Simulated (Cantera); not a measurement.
# Ammonia decomposition in nitride growth gas

An isothermal, constant-pressure homogeneous reactor starts with NH3 : N2 = 1 : 29 (molar parts), at 1975 K and 100000 Pa.

Detailed kinetics in Cantera: the gas-phase N/H chemistry of the illustrative SiF4/NH3 mechanism in the Surface Chemkin manual (1991). Walls and surfaces, which speed up NH3 decomposition in real reactors, are not modelled.

```csv
t (s),x NH3,x N2,x N,x N2H4,x H,x NH,x NH2
0.000100,0.0333,0.967,1.24e-9,1.55e-9,4.05e-7,2.39e-7,5.23e-5
0.000378,0.0331,0.967,1.13e-8,1.53e-8,9.63e-7,1.48e-6,0.000164
0.00143,0.0325,0.966,5.74e-8,2.40e-8,3.34e-6,2.74e-6,0.000205
0.00541,0.0300,0.965,2.25e-7,1.47e-8,9.46e-6,3.76e-6,0.000161
0.0205,0.0225,0.962,5.28e-7,6.73e-9,2.68e-5,4.27e-6,0.000109
0.0775,0.00817,0.955,6.52e-7,1.32e-9,7.50e-5,3.10e-6,4.82e-5
0.293,0.000394,0.952,3.85e-7,1.44e-11,0.000212,7.71e-7,5.03e-6
1.11,1.43e-5,0.951,3.99e-8,<1e-12,0.000302,5.62e-8,2.58e-7
4.19,2.72e-6,0.951,7.68e-9,<1e-12,0.000302,1.08e-8,4.93e-8
15.9,6.91e-7,0.951,1.95e-9,<1e-12,0.000302,2.74e-9,1.25e-8
60.0,2.55e-7,0.951,7.18e-10,<1e-12,0.000302,1.01e-9,4.61e-9
```
x: mole fraction; the columns are a selection and need not sum to one.

Equilibrium at this temperature and pressure: NH3 2.16e-7, N2 0.951, N 6.08e-10, N2H4 <1e-12, H 0.000302, NH 8.55e-10, NH2 3.90e-9 (gas phase only).
